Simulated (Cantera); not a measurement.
## Fluorocarbon and chlorocarbon gases: CH3Cl + Si

A closed system holds: 1 mol CH3Cl, a varied amount of Si, equilibrated at 1325 K and 1000 Pa.

Method: chemical equilibrium by Gibbs-energy minimisation in Cantera with the NASA 1993 tables (ideal gas, pure condensed phases). Candidate condensed phases: C, C6H6, C7H8, C8H18, Si, SiC; 109 gas species. Mutual solubility and eutectic melting of coexisting phases are not modelled. The tables' values for SiCl3 are old estimates; treat these amounts as uncertain. Rates play no part.

```json
[
 {"n(Si) (mol)": "0.16", "log p H2": "-2.28", "log p HCl": "-2.34", "log p SiCl2": "-4.43", "log p SiCl4": "-4.18", "log p SiCl3": "-4.67", "log p SiHCl3": "-5.41", "log p SiH2Cl2": "-7.49", "n C(graphite)": "0.866", "n SiC(s)": "0.134", "n Si(s)": "0"},
 {"n(Si) (mol)": "0.19", "log p H2": "-2.28", "log p HCl": "-2.34", "log p SiCl2": "-4.43", "log p SiCl4": "-4.18", "log p SiCl3": "-4.67", "log p SiHCl3": "-5.41", "log p SiH2Cl2": "-7.49", "n C(graphite)": "0.836", "n SiC(s)": "0.164", "n Si(s)": "0"},
 {"n(Si) (mol)": "0.24", "log p H2": "-2.28", "log p HCl": "-2.34", "log p SiCl2": "-4.43", "log p SiCl4": "-4.18", "log p SiCl3": "-4.67", "log p SiHCl3": "-5.41", "log p SiH2Cl2": "-7.49", "n C(graphite)": "0.786", "n SiC(s)": "0.214", "n Si(s)": "0"},
 {"n(Si) (mol)": "0.3", "log p H2": "-2.28", "log p HCl": "-2.34", "log p SiCl2": "-4.43", "log p SiCl4": "-4.18", "log p SiCl3": "-4.67", "log p SiHCl3": "-5.41", "log p SiH2Cl2": "-7.49", "n C(graphite)": "0.726", "n SiC(s)": "0.274", "n Si(s)": "0"},
 {"n(Si) (mol)": "0.38", "log p H2": "-2.28", "log p HCl": "-2.34", "log p SiCl2": "-4.43", "log p SiCl4": "-4.18", "log p SiCl3": "-4.67", "log p SiHCl3": "-5.41", "log p SiH2Cl2": "-7.49", "n C(graphite)": "0.646", "n SiC(s)": "0.354", "n Si(s)": "0"},
 {"n(Si) (mol)": "0.47", "log p H2": "-2.28", "log p HCl": "-2.34", "log p SiCl2": "-4.43", "log p SiCl4": "-4.18", "log p SiCl3": "-4.67", "log p SiHCl3": "-5.41", "log p SiH2Cl2": "-7.49", "n C(graphite)": "0.556", "n SiC(s)": "0.444", "n Si(s)": "0"},
 {"n(Si) (mol)": "0.59", "log p H2": "-2.28", "log p HCl": "-2.34", "log p SiCl2": "-4.43", "log p SiCl4": "-4.18", "log p SiCl3": "-4.67", "log p SiHCl3": "-5.41", "log p SiH2Cl2": "-7.49", "n C(graphite)": "0.436", "n SiC(s)": "0.564", "n Si(s)": "0"},
 {"n(Si) (mol)": "0.73", "log p H2": "-2.28", "log p HCl": "-2.34", "log p SiCl2": "-4.43", "log p SiCl4": "-4.18", "log p SiCl3": "-4.67", "log p SiHCl3": "-5.41", "log p SiH2Cl2": "-7.49", "n C(graphite)": "0.296", "n SiC(s)": "0.704", "n Si(s)": "0"},
 {"n(Si) (mol)": "0.92", "log p H2": "-2.28", "log p HCl": "-2.34", "log p SiCl2": "-4.43", "log p SiCl4": "-4.18", "log p SiCl3": "-4.67", "log p SiHCl3": "-5.41", "log p SiH2Cl2": "-7.49", "n C(graphite)": "0.106", "n SiC(s)": "0.894", "n Si(s)": "0"},
 {"n(Si) (mol)": "1.1", "log p H2": "-2.23", "log p HCl": "-2.44", "log p SiCl2": "-3.68", "log p SiCl4": "-3.70", "log p SiCl3": "-4.06", "log p SiHCl3": "-4.78", "log p SiH2Cl2": "-6.70", "n C(graphite)": "0", "n SiC(s)": "1.000", "n Si(s)": "0"},
 {"n(Si) (mol)": "1.4", "log p H2": "-2.16", "log p HCl": "-2.79", "log p SiCl2": "-2.97", "log p SiCl4": "-3.75", "log p SiCl3": "-3.73", "log p SiHCl3": "-4.41", "log p SiH2Cl2": "-5.92", "n C(graphite)": "0", "n SiC(s)": "1.00", "n Si(s)": "0.115"},
 {"n(Si) (mol)": "1.8", "log p H2": "-2.16", "log p HCl": "-2.79", "log p SiCl2": "-2.97", "log p SiCl4": "-3.75", "log p SiCl3": "-3.73", "log p SiHCl3": "-4.41", "log p SiH2Cl2": "-5.92", "n C(graphite)": "0", "n SiC(s)": "1.00", "n Si(s)": "0.515"}
]
```
log p: log10 of the partial pressure in bar; n: condensed amount in mol.

From 0.16 mol Si to 0.92 mol Si the condensed part is C(graphite) + SiC(s). At 1.1 mol Si the condensed part is SiC(s). From 1.4 mol Si to 1.8 mol Si the condensed part is Si(s) + SiC(s). The main Si-bearing gas is SiCl4 at 0.16 mol Si and SiCl2 at 1.8 mol Si. The share of Si in condensed phases is highest at 0.92 mol Si (97.2 %) and lowest at 1.4 mol Si (79.7 %).
